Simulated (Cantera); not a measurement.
Charge: 1 mol SiC, a varied amount of H₂O, 170 mol H₂, held at 1550 K and 8.90 Pa.

Cantera equilibrium calculation (NASA polynomials, part measured and part estimated; ideal gas, pure solids and liquids). Candidate condensed phases: C, C₆H₆, C₇H₈, C₈H₁₈, H₂O, Si, SiC, SiO₂; 123 gas species. Rates play no part.

### Question
What share of the Si ends up in condensed phases as a function of n(H₂O) (mol), at 0.0031, 0.0057, 0.011, 0.02, 0.036, 0.067, 0.12, 0.23, 0.42, 0.78, 1.4?

### Answer
| n(H₂O) (mol) | Si condensed (%) | as |
|---|---|---|
| 0.0031 | 99.7 | SiC(s) |
| 0.0057 | 99.5 | SiC(s) |
| 0.011 | 99.1 | SiC(s) |
| 0.02 | 98.6 | SiC(s) |
| 0.036 | 97.7 | SiC(s) |
| 0.067 | 96.1 | SiC(s) |
| 0.12 | 93.5 | SiC(s) |
| 0.23 | 87.9 | SiC(s) |
| 0.42 | 78.4 | SiC(s) |
| 0.78 | 60.4 | SiC(s) |
| 1.4 | 29.4 | SiC(s) |
